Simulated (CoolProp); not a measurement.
Vapour-liquid equilibrium of ethanol (1) + cyclohexane (2) at 1.92 MPa; x and y are mole fractions of (1).

Model: multi-fluid Helmholtz-energy mixture model, Schroeder 2014 and Zhou 2014; pair parameters Bell 2016, in CoolProp.

```tsv
x	bubble temperature (°C)	y at the bubble point	dew temperature at overall composition x (°C)	liquid density (mol/L)
0.05	(withheld)	0.156	219.5	6.699
0.15	195.6	0.355	211.6	(withheld)
0.25	(withheld)	0.466	203.8	(withheld)
0.35	182.8	0.536	196.0	8.010
0.45	(withheld)	0.591	188.5	8.482
0.55	178.2	0.640	182.0	9.041
0.65	177.1	(withheld)	177.9	9.707
0.75	176.5	0.757	176.6	10.49
0.85	176.7	0.836	176.8	11.40
0.95	177.8	0.939	177.9	12.45
```

Problem. Fill in the missing entries.

Solution. 
- 0.05, bubble temperature (°C): 211.1
- 0.15, liquid density (mol/L): 7.181
- 0.25, bubble temperature (°C): 187.4
- 0.25, liquid density (mol/L): 7.592
- 0.45, bubble temperature (°C): 180.0
- 0.65, y at the bubble point: 0.694

y crosses x between x = 0.75 and 0.85: the model has an azeotrope there.

The pair parameters rest on a limited set of measurements; away from them the model extrapolates.
